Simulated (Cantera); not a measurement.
# Hydrocarbon pyrolysis for carbon deposition

An isothermal, constant-pressure homogeneous reactor starts with C2H6 : H2 = 1 : 2.1 (molar parts), at 1350 K and 1.00 bar.

Cantera simulation using GRI-Mech 3.0 (53 species, 325 reactions); the numbers are that mechanism's predictions, not measurements. GRI-Mech 3.0 stops at C3 and has no aromatics, soot or wall deposition, so with more carbon than oxygen in the feed, carbon stays in small species such as C2H2 where larger ones or solid carbon would form.

```
t (s)       x C2H6   x H2     x CH2     x CH3    x C2H4
--------  --------  -----  --------  --------  --------
6.00e-6      0.322  0.677  6.34e-10   6.45e-5  0.000140
3.76e-5      0.311  0.679   8.90e-9  0.000197   0.00686
0.000236     0.218  0.688   1.22e-8  0.000233    0.0675
0.00148     0.0339  0.701   3.10e-9  0.000101     0.176
0.00928    0.00328  0.704  4.22e-10   3.43e-5     0.160
0.0582     0.00194  0.700  2.77e-10   3.10e-5     0.100
0.365      0.00136  0.660  1.84e-10   3.15e-5    0.0748
2.29      0.000853  0.581  9.77e-11   2.98e-5    0.0518
14.4      0.000567  0.520  6.10e-11   2.69e-5    0.0357
90.0      0.000554  0.516  5.95e-11   2.67e-5    0.0348
```
x: mole fraction; the columns are a selection and need not sum to one.

Equilibrium at this temperature and pressure: C2H6 0.000554, H2 0.516, CH2 5.95e-11, CH3 2.67e-5, C2H4 0.0348 (gas phase only).
